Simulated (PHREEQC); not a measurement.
Acid mine or pickling water (model solution)

Model water analysis in mg/L, 20 °C, pH 3.04, pe 9.2:

| constituent | mg/L |
|---|---|
| Na | 57.5 |
| K | 1 |
| Ca | 35 |
| Mg | 73.8 |
| Cl | 99.8 |
| S(6) as SO4 | 528 |
| Fe(3) | 44.9 |
| Pb | 13.5 |

Valence states are taken as typed.

Equilibrium calculation in PHREEQC: ion-association model, phreeqc.dat.

Each row changes one thing in this solution. No solid was allowed to form.

```tsv
case	ionic strength (mol/kgw)	SO4-2 (mol/kgw)	Mg+2 (mol/kgw)	Ca+2 (mol/kgw)	MgSO4 (mol/kgw)	FeSO4+ (mol/kgw)	SI of Fe(OH)3(a) (Fe(OH)3)	SI of Anglesite (PbSO4)
as made	0.0181	0.00384	0.00236	0.000707	0.000675	0.000506	-0.47	+0.50
all concentrations times 3 at the same typed pH	0.0476	0.0100	0.00618	0.00189	0.00293	0.00168	-0.29	+1.07
temperature from 20 to 25 °C at the same typed pH	0.0179	0.00379	0.00230	0.000704	0.000737	(withheld)	(withheld)	+0.47
```

Question: Complete the blanks.

Answer: 
- temperature from 20 to 25 °C at the same typed pH, FeSO4+ (mol/kgw): 0.000475
- temperature from 20 to 25 °C at the same typed pH, SI of Fe(OH)3(a) (Fe(OH)3): -0.54

Species that the database lacks are ignored. Some of these states are supersaturated (in Jarosite-K, Anglesite, for instance).
